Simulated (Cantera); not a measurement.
Charge: 1 mol Si, 0.027 mol CO₂, 77 mol H₂, held at 44.0 Pa.

Cantera equilibrium calculation (NASA polynomials, part measured and part estimated; ideal gas, pure solids and liquids). Candidate condensed phases: C, C₆H₆, C₇H₈, C₈H₁₈, H₂O, Si, SiC, SiO₂; 123 gas species. Mutual solubility and eutectic melting of coexisting phases are not modelled. The tables hold silica as quartz up to 1696 K and as liquid above; real silica turns to tridymite and cristobalite and melts near 1996 K. Kinetics and transport are ignored.

x: gas mole fraction; n: condensed amount in mol.

| T (°C) | x H₂ | x SiO | x H | x CO | x Si | n Si(s) | n SiC(s) | n SiO₂(β-quartz) |
|---|---|---|---|---|---|---|---|---|
| 700 | 1.00 | 3.71e-7 | 5.15e-8 | 5.49e-10 | <1e-12 | 0.946 | 0.0270 | 0.0270 |
| 725 | 1.000 | 1.09e-6 | 1.03e-7 | 1.98e-9 | <1e-12 | 0.946 | 0.0270 | 0.0270 |
| 750 | 1.000 | 3.02e-6 | 1.97e-7 | 6.68e-9 | 1.35e-12 | 0.946 | 0.0270 | 0.0269 |
| 775 | 1.000 | 8.00e-6 | 3.68e-7 | 2.13e-8 | 4.74e-12 | 0.946 | 0.0270 | 0.0267 |
| 800 | 1.000 | … | … | … | … | 0.945 | 0.0270 | 0.0262 |
| 825 | 1.000 | … | … | … | … | 0.944 | 0.0270 | 0.0251 |
| 850 | 1.000 | 0.000114 | 2.03e-6 | 5.04e-7 | 1.46e-10 | 0.942 | 0.0270 | 0.0226 |
| 875 | 1.000 | 0.000254 | 3.41e-6 | 1.32e-6 | 4.15e-10 | 0.936 | 0.0269 | 0.0172 |
| 900 | 0.999 | 0.000550 | 5.62e-6 | 3.31e-6 | 1.13e-9 | 0.925 | 0.0267 | 0.00568 |
| 925 | 0.999 | 0.000696 | 9.06e-6 | 4.84e-6 | 2.93e-9 | 0.920 | 0.0266 | 0 |
| 950 | 0.999 | 0.000695 | 1.43e-5 | 5.54e-6 | 7.32e-9 | 0.920 | 0.0266 | 0 |
| 975 | 0.999 | 0.000694 | 2.23e-5 | 6.32e-6 | 1.76e-8 | 0.920 | 0.0265 | 0 |
| 1000 | 0.999 | 0.000694 | 3.40e-5 | 7.16e-6 | 4.10e-8 | 0.920 | 0.0264 | 0 |
| 1025 | 0.999 | 0.000693 | 5.11e-5 | 8.09e-6 | 9.24e-8 | 0.920 | 0.0264 | 0 |

Complete the blanks.


- 825, x SiO: 4.89e-5
- 825, x H: 1.18e-6
- 825, x CO: 1.84e-7
- 825, x Si: 4.92e-11
- 800, x SiO: 2.02e-5
- 800, x H: 6.68e-7
- 800, x CO: 6.43e-8
- 800, x Si: 1.57e-11
